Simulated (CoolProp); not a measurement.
Properties of vinyl chloride along the isotherm -10.55 °C (Tc = 151.9 °C, pc = 56.00 bar, ω = 0.160).

The numbers come from the reference Helmholtz-energy equation of state, Thol 2022 in CoolProp.

```json
[
 {"p (bar)": "21.5", "phase": "liquid", "Z": "0.06363", "isothermal compressibility (1/MPa)": "0.001539", "fugacity coefficient": "0.05552"},
 {"p (bar)": "43.1", "phase": "liquid", "Z": "0.1271", "isothermal compressibility (1/MPa)": "0.001491", "fugacity coefficient": "0.02952"},
 {"p (bar)": "64.6", "phase": "liquid", "Z": "0.1899", "isothermal compressibility (1/MPa)": "0.001447", "fugacity coefficient": "0.02098"},
 {"p (bar)": "86.2", "phase": "liquid", "Z": "0.2527", "isothermal compressibility (1/MPa)": "0.001405", "fugacity coefficient": "0.01676"},
 {"p (bar)": "108", "phase": "liquid", "Z": "0.3156", "isothermal compressibility (1/MPa)": "0.001366", "fugacity coefficient": "0.01425"},
 {"p (bar)": "129", "phase": "liquid", "Z": "0.3759", "isothermal compressibility (1/MPa)": "0.001330", "fugacity coefficient": "0.01269"},
 {"p (bar)": "151", "phase": "liquid", "Z": "0.4388", "isothermal compressibility (1/MPa)": "0.001295", "fugacity coefficient": "0.01156"},
 {"p (bar)": "172", "phase": "liquid", "Z": "0.4985", "isothermal compressibility (1/MPa)": "0.001264", "fugacity coefficient": "0.01078"},
 {"p (bar)": "194", "phase": "liquid", "Z": "0.5607", "isothermal compressibility (1/MPa)": "0.001233", "fugacity coefficient": "0.01019"},
 {"p (bar)": "215", "phase": "liquid", "Z": "0.6198", "isothermal compressibility (1/MPa)": "0.001205", "fugacity coefficient": "0.009768"},
 {"p (bar)": "237", "phase": "liquid", "Z": "0.6814", "isothermal compressibility (1/MPa)": "0.001177", "fugacity coefficient": "0.009440"},
 {"p (bar)": "258", "phase": "liquid", "Z": "0.7400", "isothermal compressibility (1/MPa)": "0.001151", "fugacity coefficient": "0.009211"},
 {"p (bar)": "280", "phase": "liquid", "Z": "0.8011", "isothermal compressibility (1/MPa)": "0.001126", "fugacity coefficient": "0.009039"}
]
```
